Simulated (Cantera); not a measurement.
Gas activation for diamond growth

An isothermal, constant-pressure homogeneous reactor starts with 2.53 % CH4, 97.5 % H2, at 2225 K and 32000 Pa.

Model: GRI-Mech 3.0 (53 species, 325 reactions), integrated in Cantera. GRI-Mech 3.0 stops at C3 and has no aromatics, soot or wall deposition, so with more carbon than oxygen in the feed, carbon stays in small species such as C2H2 where larger ones or solid carbon would form.

```
t (s)        x CH4   x H2    x C2H6    x C2H    x CH2   x C2H4
--------  --------  -----  --------  -------  -------  -------
0.000400    0.0129  0.970   2.51e-6  1.73e-6  2.76e-5  7.02e-5
0.00206    0.00311  0.975   1.65e-7  4.25e-6  9.71e-6  1.21e-5
0.0106    0.000544  0.976   5.48e-9  5.12e-6  1.99e-6  8.27e-6
0.0548    0.000168  0.976  6.30e-10  5.26e-6  6.34e-7  8.25e-6
0.283     0.000156  0.976  5.56e-10  5.26e-6  5.87e-7  8.25e-6
1.46      0.000156  0.976  5.56e-10  5.26e-6  5.87e-7  8.25e-6
7.52      0.000156  0.976  5.56e-10  5.26e-6  5.87e-7  8.25e-6
38.8      0.000156  0.976  5.56e-10  5.26e-6  5.87e-7  8.25e-6
200       0.000156  0.976  5.56e-10  5.26e-6  5.87e-7  8.25e-6
```
x: mole fraction; the columns are a selection and need not sum to one.

Equilibrium at this temperature and pressure: CH4 0.000156, H2 0.976, C2H6 5.57e-10, C2H 5.26e-6, CH2 5.88e-7, C2H4 8.25e-6 (gas phase only).
